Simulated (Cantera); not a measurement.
Charge: 1 mol Si, 14 mol NH3, 27 mol N2, 17 mol H2O, at 30000 Pa.

These are equilibrium values from Cantera (NASA tables, ideal gas, pure condensed phases), not measurements of a reactor. Candidate condensed phases: H2O, Si, SiO2, Si2N2O, Si3N4; 35 gas species. The tables hold silica as quartz up to 1696 K and as liquid above; real silica turns to tridymite and cristobalite and melts near 1996 K. Gases not in the tables: Si(OH)4. Equilibrium is a limit: real reactors are often held back by kinetics, nucleation or transport.

log p: log10 of the partial pressure in bar; n: condensed amount in mol.

```
T (K)  log p N2  log p H2  log p H2O     log p H   log p NH3    log p OH  n SiO2(β-quartz)  n SiO2(condensed)
-----  --------  --------  ---------  ----------  ----------  ----------  ----------------  -----------------
875       -0.85     -1.02      -1.20      -10.81       -4.78        <-12              1.00                  0
975       -0.85     -1.02      -1.20  (withheld)  (withheld)  (withheld)              1.00                  0
1075      -0.85     -1.02      -1.20       -8.34       -5.39      -10.95              1.00                  0
1175      -0.85     -1.02      -1.20       -7.42       -5.62       -9.76              1.00                  0
1275      -0.85     -1.02      -1.20       -6.64       -5.81       -8.76              1.00                  0
1375      -0.85     -1.02      -1.20  (withheld)  (withheld)  (withheld)              1.00                  0
1475      -0.85     -1.02      -1.20       -5.40       -6.13       -7.16              1.00                  0
1575      -0.85     -1.02      -1.20       -4.89       -6.25       -6.52             1.000                  0
1675      -0.85     -1.02      -1.20       -4.44       -6.37       -5.95             1.000                  0
1775      -0.85     -1.02      -1.20       -4.05       -6.46       -5.44                 0              1.000
```

### Question
Complete the blanks.

### Answer

- 1375, log p H: -5.97
- 1375, log p NH3: -5.98
- 1375, log p OH: -7.90
- 975, log p H: -9.45
- 975, log p NH3: -5.11
- 975, log p OH: -12.38
